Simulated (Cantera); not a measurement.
Input (Python, Cantera) and output of one run.

```python
import numpy as np
import cantera as ct

gas_names = """
    AL ALCL ALCL2 ALCL3 ALH ALN AL2 AL2CL6 CL CL2 H HCL H2 N NH NH2 NH3 N2 N2H2 N2H4
""".split()
cond_names = """
    AL(cr) AL(L) ALCL3(s) ALCL3(L) ALN(s) NH4CL(a) NH4CL(b)
""".split()


# ... load() reads the species with a 1 bar reference pressure and builds the phases ...
atoms = {
    'AlCl3': {'AL': 1, 'CL': 3},
    'N2': {'N': 2},
    'H2': {'H': 2},
}
top_T = {'ALN(s)': 2750}  # K; cautious upper limits of use, not melting points


# ... equilibrate(T, P, feed) seeds the gas with the atoms and calls Mixture.equilibrate('TP', solver="vcs", rtol=1e-11, max_steps=5000) ...
results = []
feed = {'AlCl3': 1, 'N2': 0.67, 'H2': 6.4}  # mol
P = 170  # Pa
for T in [925, 1075, 1225, 1375, 1525, 1675, 1825, 1975]:
    mix = equilibrate(T, P, feed)
    results.append((T, P, feed, dict(zip(mix.species_names, mix.species_moles))))
    x = sorted(zip(gas.X, gas.species_names), reverse=True)
    print(f"T = {T:g} K  P = {P:g} Pa  gas = {mix.phase_moles(0):.4g} mol")
    print("   x: " + "  ".join(f"{s} {v:.3e}" for v, s in x if v > 0.0001))
    print("   condensed (mol): " + ("  ".join(f"{mix.phase(i).name} {mix.phase_moles(i):.4g}"
          for i in range(1, mix.n_phases) if mix.phase_moles(i) > 1e-12) or "none"))
```

Result:

```
T = 925 K  P = 170 Pa  gas = 8.07 mol
   x: H2 7.359e-01  HCL 1.143e-01  ALCL3 8.579e-02  N2 6.397e-02
   condensed (mol): ALN(s) 0.3076
T = 1075 K  P = 170 Pa  gas = 8.07 mol
   x: H2 7.398e-01  HCL 1.065e-01  ALCL3 8.837e-02  N2 6.528e-02
   condensed (mol): ALN(s) 0.2864
T = 1225 K  P = 170 Pa  gas = 8.077 mol
   x: H2 7.421e-01  HCL 1.007e-01  ALCL3 8.946e-02  N2 6.645e-02  ALCL2 1.022e-03  ALCL 3.255e-04
   condensed (mol): ALN(s) 0.2666
T = 1375 K  P = 170 Pa  gas = 8.209 mol
   x: H2 7.330e-01  HCL 9.319e-02  ALCL3 8.070e-02  N2 7.172e-02  ALCL 1.251e-02  ALCL2 8.812e-03
   condensed (mol): ALN(s) 0.1624
T = 1525 K  P = 170 Pa  gas = 8.632 mol
   x: H2 6.764e-01  HCL 1.296e-01  N2 7.762e-02  ALCL 5.574e-02  ALCL3 4.195e-02  ALCL2 1.816e-02  H 4.719e-04
   condensed (mol): none
T = 1675 K  P = 170 Pa  gas = 8.898 mol
   x: H2 6.267e-01  HCL 1.829e-01  ALCL 8.383e-02  N2 7.530e-02  ALCL2 1.574e-02  ALCL3 1.280e-02  H 2.229e-03  CL 5.080e-04
   condensed (mol): none
T = 1825 K  P = 170 Pa  gas = 9.049 mol
   x: H2 6.012e-01  HCL 2.039e-01  ALCL 9.812e-02  N2 7.404e-02  ALCL2 9.617e-03  H 8.282e-03  ALCL3 2.717e-03  CL 2.142e-03
   condensed (mol): none
T = 1975 K  P = 170 Pa  gas = 9.188 mol
   x: H2 5.815e-01  HCL 2.048e-01  ALCL 1.027e-01  N2 7.292e-02  H 2.531e-02  CL 6.659e-03  ALCL2 5.317e-03  ALCL3 5.635e-04  AL 2.256e-04
   condensed (mol): none
```

Cantera equilibrium calculation (NASA polynomials, part measured and part estimated; ideal gas, pure solids and liquids). The tables' values for AlCl2 are old estimates; treat these amounts as uncertain.
